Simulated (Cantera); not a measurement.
A freely propagating, adiabatic, planar premixed flame of H2 : O2 : N2 : H2O = 1 : 0.312 : 1.17 : 0.72 (molar parts), unburnt at 400 K and 263 Torr; mixture-averaged transport, grid criteria slope 0.08 and curve 0.16, no radiation.

Model: the H2/O2 subset of GRI-Mech 3.0, which has no nitrogen chemistry, integrated in Cantera. Burning velocities carry a grid error of a few per cent, more on coarse grids.

Question: How do the results move with these cheaper or finer settings: unity-Lewis-number transport; multicomponent transport; multicomponent+Soret transport; grid criteria slope 0.5, curve 1; grid criteria slope 0.25, curve 0.5; grid criteria slope 0.03, curve 0.06?

Answer: 
```
setting                               laminar burning velocity  thermal thickness  peak x(OH)  peak x(H2O2)  grid points
------------------------------------  ------------------------  -----------------  ----------  ------------  -----------
as above                                              264 cm/s            1.19 mm     0.00438       4.66e-5          111
unity-Lewis-number transport                          156 cm/s            1.14 mm     0.00446       1.65e-5          112
multicomponent transport                              262 cm/s            1.20 mm     0.00438       4.56e-5          111
multicomponent+Soret transport                        250 cm/s            1.18 mm     0.00442       4.78e-5          111
grid criteria slope 0.5, curve 1                      280 cm/s            1.58 mm     0.00445       4.33e-5           39
grid criteria slope 0.25, curve 0.5                   267 cm/s            1.31 mm     0.00441       4.37e-5           54
grid criteria slope 0.03, curve 0.06                  264 cm/s            1.16 mm     0.00432       4.78e-5          264
```
Unity Lewis numbers drop preferential diffusion, which matters most where H2 and H carry the flame; Soret adds thermal diffusion.
